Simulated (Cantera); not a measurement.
Feed: 1 mol C2H5OH, 0.79 mol O2, held at 0.250 bar.

Cantera equilibrium calculation (NASA polynomials, part measured and part estimated; ideal gas, pure solids and liquids). Candidate condensed phases: C, C6H6, C7H8, C8H18, H2O; 110 gas species. The numbers say what is thermodynamically allowed, not how fast it happens. All values below are at 2650 K.

Base state: H2 0.450, CO 0.374, H2O 0.0964, H 0.0629, CO2 0.0121, OH 0.00328, O 0.000294, O2 2.55e-5 (mole fractions); condensed: gas only.

Q: What changes in the equilibrium state with this change: pressure from 0.250 bar to 1.90 bar?

A: 
```json
[
 {"species": "H2", "before": "0.450", "after": "0.479"},
 {"species": "CO", "before": "0.374", "after": "0.383"},
 {"species": "H2O", "before": "0.0964", "after": "0.101"},
 {"species": "H", "before": "0.0629", "after": "0.0235"},
 {"species": "CO2", "before": "0.0121", "after": "0.0122"},
 {"species": "O2", "before": "2.55e-5", "after": "3.27e-6"},
 {"species": "O", "before": "0.000294", "after": "3.82e-5"},
 {"species": "OH", "before": "0.00328", "after": "0.00121"}
]
```
